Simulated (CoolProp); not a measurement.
Vapour-liquid equilibrium of n-heptane (1) + p-xylene (2) at 0.674 MPa; x and y are mole fractions of (1).

The numbers come from the multi-fluid Helmholtz-energy mixture model, Span 2003 and Zhou 2012; pair parameters Bell 2016 in CoolProp.

Problem. Give the bubble temperature and the first vapour's composition at x = 0.35, 0.8, 0.95. Is there an azeotrope?

Solution. x = 0.35: 476.8 K, y = 0.527; x = 0.8: 458.6 K, y = 0.881; x = 0.95: 453.8 K, y = 0.971. No azeotrope shows between x = 0.05 and 0.95.

The pair parameters rest on a limited set of measurements; away from them the model extrapolates.
